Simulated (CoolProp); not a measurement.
R152A at 293.15 K and 0.137 MPa flows at 25 m/s in a round tube of 50 mm bore and 0.25 µm roughness, fully developed (64/Re and Nu = 3.66 if laminar; Colebrook and Gnielinski if turbulent). Each further row changes one setting.

Computed with CoolProp (reference Helmholtz-energy equation of state, Outcalt 1996). It is a modified Benedict-Webb-Rubin equation, recast in Helmholtz form.

```tsv
case	Reynolds number	Darcy friction factor	pressure drop (Pa/m)	heat-transfer coefficient (W/(m² K))	mass flow (kg/h)
as stated	438000	0.0135	(withheld)	181	(withheld)
velocity 50 m/s	876000	0.0120	(withheld)	320	(withheld)
diameter 100 mm	876000	0.0120	(withheld)	159	2710
```

**Question.** Fill in the missing entries.

**Answer.** 
- as stated, pressure drop (Pa/m): 324
- as stated, mass flow (kg/h): 677
- velocity 50 m/s, pressure drop (Pa/m): 1150
- velocity 50 m/s, mass flow (kg/h): 1350
- diameter 100 mm, pressure drop (Pa/m): 143

Viscosity comes from a separate model (Bell 2016), an estimate that may be off by 10 % or more. Thermal conductivity comes from a separate model (Krauss 1996).
